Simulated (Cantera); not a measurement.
A closed system holds: 1 mol SiH4, 1.3 mol O3, equilibrated at 852 °C and 0.100 bar.

Equilibrium computed with Cantera from the NASA thermochemical tables; the gas is ideal and each condensed phase is pure. Candidate condensed phases: H2O, Si, SiO2; 18 gas species. Rates play no part.

Base state: H2O 0.950, H2 0.0500 (mole fractions); condensed: SiO2(β-quartz).

What changes in the equilibrium state with this change: O3 from 1.3 to 0.14 mol?


```tsv
species	before	after
H2	0.0500	1.000
H2O	0.950	1.49e-8
SiO2(β-quartz), mol	1.00	0.210
Si(s), mol	0	0.790
```
Mutual solubility and eutectic melting of coexisting phases are not modelled.

What changes in the equilibrium state with this change: 0.067 mol CO2 added?


```tsv
species	before	after
H2O	0.950	0.921
H2	0.0500	0.0467
CO2	0	0.0307
CO	0	0.00171
SiO2(β-quartz), mol	1.00	1.00
```
Further candidate phases: C, C6H6, C7H8, C8H18, SiC.

What changes in the equilibrium state with this change: O3 from 1.3 to 0.26 mol?


```csv
species,before,after
H2,0.0500,1.000
H2O,0.950,1.49e-8
"SiO2(β-quartz), mol",1.00,0.390
"Si(s), mol",0,0.610
```
Mutual solubility and eutectic melting of coexisting phases are not modelled.
